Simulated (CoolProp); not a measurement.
Vapour-liquid equilibrium of ethanol (1) + toluene (2) at 748 kPa; x and y are mole fractions of (1).

Model: multi-fluid Helmholtz-energy mixture model, Schroeder 2014 and Lemmon 2006; pair parameters Bell 2016, in CoolProp.

**Question.** Give the bubble temperature and the first vapour's composition at x = 0.125, 0.2, 0.725. Is there an azeotrope?

**Answer.** x = 0.125: 438.8 K, y = 0.496; x = 0.2: 430.4 K, y = 0.595; x = 0.725: 415.1 K, y = 0.820. No azeotrope shows between x = 0.05 and 0.95.

Pair parameters are fitted to limited data, so mixtures are less certain than the pure fluids.
